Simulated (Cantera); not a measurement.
Hydrocarbon pyrolysis for carbon deposition

An isothermal, constant-pressure homogeneous reactor starts with 33.3 % CH₄, 66.7 % N₂, at 1698 K and 0.0132 atm.

Model: GRI-Mech 3.0 (53 species, 325 reactions), integrated in Cantera. GRI-Mech 3.0 stops at C3 and has no aromatics, soot or wall deposition, so with more carbon than oxygen in the feed, carbon stays in small species such as C2H2 where larger ones or solid carbon would form. Radical loss at walls, strong at low pressure, is not modelled.

```csv
t (s),x CH₄,x C₂H,x CH₃,x HCN,x H,x C₂H₄
6.00e-5,0.333,<1e-12,8.40e-6,<1e-12,5.21e-7,2.39e-11
0.000126,0.333,<1e-12,1.83e-5,<1e-12,5.21e-7,3.94e-10
0.000266,0.333,<1e-12,3.90e-5,<1e-12,5.22e-7,5.33e-9
0.000559,0.333,<1e-12,8.26e-5,<1e-12,5.26e-7,6.09e-8
0.00118,0.333,<1e-12,0.000174,<1e-12,5.47e-7,6.27e-7
0.00247,0.333,<1e-12,0.000366,<1e-12,6.38e-7,6.09e-6
0.00521,0.332,8.60e-12,0.000763,2.45e-12,1.05e-6,5.69e-5
0.0110,0.330,2.34e-10,0.00157,2.32e-11,3.01e-6,0.000504
0.0230,0.319,4.51e-9,0.00303,5.15e-10,1.40e-5,0.00386
0.0485,0.261,7.47e-8,0.00429,1.43e-8,7.57e-5,0.0146
0.102,0.160,3.21e-7,0.00303,1.19e-7,0.000191,0.00755
0.215,0.0872,5.15e-7,0.00178,3.64e-7,0.000284,0.00181
0.452,0.0418,6.96e-7,0.000972,8.21e-7,0.000379,0.000446
0.951,0.0170,9.15e-7,0.000479,1.61e-6,0.000497,0.000110
2.00,0.00594,1.17e-6,0.000208,2.84e-6,0.000636,4.22e-5
```
x: mole fraction; the columns are a selection and need not sum to one.

Equilibrium at this temperature and pressure: CH₄ 0.000106, C₂H 8.30e-7, CH₃ 4.44e-6, HCN 0.104, H 0.000772, C₂H₄ 1.78e-5 (gas phase only).
